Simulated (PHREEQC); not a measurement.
**Alkaline etch or developer (model solution)**

A solution holds 0.2 mol TMAH, 0.00016 mol K2SiO3 and 0.057 mol Na2CO3 per kg of water, at 25 °C. Closed to the air; pH follows from the charge balance.

All values are PHREEQC results (ion-association model, wateq4f.dat), not measurements.

This is a speciation only: nothing precipitates in the calculation.

Estimate the pH.

pH 13.13.

In which forms is Na present?

Na+ 84 %, NaCO3- 16 % of the Na.

Complexes and solids missing from the database can't appear. (CH3)4N+ isn't in the database: it is added as a free cation with an ion size of 4 Å.
